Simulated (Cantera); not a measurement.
Standard-state values (1 bar) from the NASA 1993 polynomials, evaluated with Cantera. Values are per mole of reaction as written; species without (g) are pure solids or liquids, kept so even where they would boil at 1 bar.

Task: Between 300 and 1598 K, where is each reaction favourable under standard conditions?
- 3 SiC2(g) + 4 N(g) = Si3N4 + 6 C

Result: 
- 3 SiC2(g) + 4 N(g) = Si3N4 + 6 C: ΔG° is -4128 kJ at 300 K and -2576 kJ at 1598 K; it stays negative (K > 1). ΔH° is -4458 kJ and ΔS° -1178 J/K at 1598 K.
